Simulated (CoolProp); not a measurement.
A simple Rankine cycle with ethanol: condensing at 318.15 K, boiler at 1.21 MPa, turbine inlet 436.5 K, turbine efficiency 0.7, pump efficiency 0.6, no recuperator. Each further row changes one setting.

The numbers come from the reference Helmholtz-energy equation of state, Schroeder 2014 in CoolProp.

```csv
case,thermal efficiency (%),net work (kJ/kg),heat in (kJ/kg),turbine exit temperature (K),volume ratio over the turbine
as stated,15.6,162,1040,318.1,43.5
turbine inlet 456.5 K,15.8,172,1090,330.7,42.6
condensing temperature 310.15 K,16.7,176,1060,310.2,63.8
boiler pressure 0.847 MPa,14.5,154,1060,323.5,29.9
turbine efficiency 0.6,13.3,139,1040,320.1,44.8
```

The expansion ends wet for: as stated; condensing temperature 310.15 K.
